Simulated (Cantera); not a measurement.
Charge: 1 mol MgO, 0.06 mol H2S, 1.4 mol H2O, 0.69 mol SO3, held at 1 atm.

Equilibrium computed with Cantera from the NASA thermochemical tables; the gas is ideal and each condensed phase is pure. Candidate condensed phases: H2O, H2SO4, Mg, MgO, Mg(OH)2, MgS, MgSO4, S; 26 gas species. Mutual solubility and eutectic melting of coexisting phases are not modelled. Kinetics and transport are ignored.

At 1273 K, list the 5 most abundant gas species with their mole fractions, and the condensed phases.

H2O 0.753, SO2 0.202, O2 0.0389, SO3 0.00591, OH 1.37e-5. Condensed: MgO(s) + MgSO4(s).
